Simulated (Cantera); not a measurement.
Charge: 1 mol Cr, 0.018 mol O2, 0.58 mol N2, equilibrated at 1375 K and 88.0 Pa.

These are equilibrium values from Cantera (NASA tables, ideal gas, pure condensed phases), not measurements of a reactor. Candidate condensed phases: Cr, CrN, Cr2N, Cr2O3; 14 gas species. Mutual solubility and eutectic melting of coexisting phases are not modelled. Rates play no part.

Base state: N2 1.000, Cr 3.83e-5 (mole fractions); condensed: Cr(s) + Cr2O3(s).

Problem. What changes in the equilibrium state with this change: pressure from 88.0 Pa to 0.100 bar?

Solution. 
```tsv
species	before	after
N2	1.000	1.00
Cr	3.83e-5	1.86e-7
Cr(s), mol	0.976	0
Cr2O3(s), mol	0.0120	0.0120
Cr2N(s), mol	0	0.488
```

Problem. What changes in the equilibrium state with this change: pressure from 88.0 Pa to 0.980 bar?

Solution. 
```csv
species,before,after
N2,1.000,1.00
Cr,3.83e-5,1.07e-8
"Cr(s), mol",0.976,0
"Cr2O3(s), mol",0.0120,0.0120
"Cr2N(s), mol",0,0.488
```
